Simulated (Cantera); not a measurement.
Feed: 1 mol SiCl₄, 33 mol NH₃, held at 1250 K and 3500 Pa.

Method: chemical equilibrium by Gibbs-energy minimisation in Cantera with the NASA 1993 tables (ideal gas, pure condensed phases). Candidate condensed phases: NH₄Cl, Si, Si₃N₄; 28 gas species. Kinetics and transport are ignored.

Base state: H₂ 0.705, N₂ 0.235, HCl 0.0594 (mole fractions); condensed: Si₃N₄(s).

Task: What changes in the equilibrium state with this change: temperature from 1250 K to 1848 K?

Result: 
```
species         before     after
-------------  -------  --------
H₂               0.705     0.704
N₂               0.235     0.242
HCl             0.0594    0.0431
SiCl₂          7.76e-6   0.00765
Si               <1e-9  0.000179
SiCl             <1e-9  0.000113
Si₃N₄(s), mol    0.333         0
Si(l), mol           0     0.451
```
The tables' values for SiCl, SiCl₃ are old estimates; treat these amounts as uncertain. Gases not in the tables: Si₂H₆ and higher silanes.

Task: What changes in the equilibrium state with this change: temperature from 1250 K to 1798 K?

Result: 
```csv
species,before,after
H₂,0.705,0.705
N₂,0.235,0.242
HCl,0.0594,0.0426
SiCl₂,7.76e-6,0.00797
Si,<1e-9,8.81e-5
SiCl,<1e-9,7.32e-5
SiH₂,<1e-9,2.08e-5
"Si₃N₄(s), mol",0.333,0
"Si(l), mol",0,0.440
```
The tables' values for SiCl, SiCl₃ are old estimates; treat these amounts as uncertain. Gases not in the tables: Si₂H₆ and higher silanes.
